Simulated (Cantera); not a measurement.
## Adiabatic ignition

An adiabatic, constant-pressure homogeneous reactor starts with CH4 : O2 : N2 = 1 : 1 : 3.76 (molar parts), equivalence ratio 2.0, at 1448 K and 0.220 bar.

Detailed kinetics in Cantera: GRI-Mech 3.0 (53 species, 325 reactions).

```
t (s)     T (K)     x CH4     x O2     x HCO     x CH3     x H2O
--------  -----  --------  -------  --------  --------  --------
5.00e-6    1448     0.174    0.174    <1e-12   1.20e-7   5.46e-9
1.25e-5    1448     0.174    0.174    <1e-12   3.20e-7   2.26e-8
3.13e-5    1448     0.174    0.174    <1e-12   8.37e-7   7.77e-8
7.83e-5    1448     0.174    0.174    <1e-12   2.26e-6   3.16e-7
0.000196   1448     0.174    0.174  4.72e-12   6.68e-6   1.72e-6
0.000490   1448     0.174    0.174  5.59e-11   2.30e-5   1.12e-5
0.00122    1448     0.173    0.174  9.81e-10   8.39e-5   7.81e-5
0.00306    1450     0.173    0.173   1.87e-8  0.000246  0.000625
0.00766    1524     0.153    0.159   2.00e-6   0.00137    0.0156
0.0192     2431  1.29e-12  3.72e-5   6.41e-8  1.97e-12     0.127
0.0479     2420    <1e-12  4.66e-5   6.80e-8  1.51e-12     0.127
0.120      2420    <1e-12  4.67e-5   6.80e-8  1.51e-12     0.127
0.300      2420    <1e-12  4.67e-5   6.80e-8  1.51e-12     0.127
```
x: mole fraction; the columns are a selection and need not sum to one.

time of steepest temperature rise: 8.55 ms
temperature at 0.300 s: 2420 K
equilibrium temperature: 2420 K
x(CH4) at 0.300 s: <1e-12 (gas-phase equilibrium <1e-12)
x(O2) at 0.300 s: 4.67e-5 (gas-phase equilibrium 4.67e-5)
x(HCO) at 0.300 s: 6.80e-8 (gas-phase equilibrium 6.80e-8)
